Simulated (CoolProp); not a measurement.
Vapour-liquid equilibrium of carbon dioxide (1) + propylene (2) at 916 kPa; x and y are mole fractions of (1).

The numbers come from the multi-fluid Helmholtz-energy mixture model, Span 1996 and Lemmon 2013; pair parameters Bell 2016 in CoolProp.

Problem. Give the bubble temperature and the first vapour's composition at x = 0.15, 0.65, 0.75. Is there an azeotrope?

Solution. x = 0.15: 262.4 K, y = 0.566; x = 0.65: 236.8 K, y = 0.894; x = 0.75: 234.9 K, y = 0.918. No azeotrope shows between x = 0.05 and 0.95.

Pair parameters are fitted to limited data, so mixtures are less certain than the pure fluids.
